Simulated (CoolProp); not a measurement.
A closed Brayton cycle with nitrogen: compressor inlet 310.15 K and 0.94 MPa, high pressure 2.04 MPa, turbine inlet 955 K, compressor efficiency 0.89, turbine efficiency 0.85, recuperator effectiveness 0.9 (on enthalpy, no pinch check). Each further row changes one setting.

Model: reference Helmholtz-energy equation of state, Span 2000, in CoolProp.

```
case                           thermal efficiency (%)  net work (kJ/kg)  compressor to turbine work  compressor exit (K)  turbine exit (K)
-----------------------------  ----------------------  ----------------  --------------------------  -------------------  ----------------
as stated                                        37.2              80.1                        0.53                396.7             806.8
turbine inlet 905 K                              35.2              71.1                        0.56                396.7             763.3
compressor inlet 320.15 K                        36.0              77.1                        0.55                409.4             806.8
high pressure 1.73 MPa                           36.1              67.6                        0.51                376.7             836.2
recuperator effectiveness 0.5                    20.4              80.1                        0.53                396.7             806.8
```
